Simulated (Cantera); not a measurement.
Gas mixture: 100 % O2, at 39.0 Torr, frozen composition.

Cantera's kinetic-theory transport with the Lennard-Jones parameters of GRI-Mech 3.0, ideal gas; thermal conductivity in the mixture-averaged form.

One state of this run: ρ (kg/m³) = 0.0235; cp (J/kg/K) = 1065; μ (µPa s) = 43.0; λ (mW/m/K) = 64.6; Pr = 0.710; D (cm²/s) C2H2 = 20.2; D (cm²/s) H2O = 31.0; D (cm²/s) NH3 = 29.3. D: mixture-averaged diffusion coefficient of that species in the mixture.

Task: Which value of T (K) does it belong to?
A. 1000
B. 400
C. 1300
D. 850

Result: D, 850
